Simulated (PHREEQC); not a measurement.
**Acid rinse or clean: speciation**

Solution (10 °C): 0.025 mol/kgw HNO3, 8.6e-05 mol/kgw CuSO4 and 0.001 mol/kgw KCl. Closed to the air; pH follows from the charge balance.

Model: ion-association model, phreeqc.dat, run in PHREEQC.

Precipitation was switched off in this run.

Question: What pH, specific conductance does the model give?

Answer: pH 1.66; specific conductance 6550 µS/cm.

Question: In which forms is S present?

Answer: HSO4- 50 %, SO4-2 49 % of the S.

Complexes and solids missing from the database can't appear. Away from 25 °C the constants follow the database's enthalpies or fits; those with neither stay at their 25 °C values.
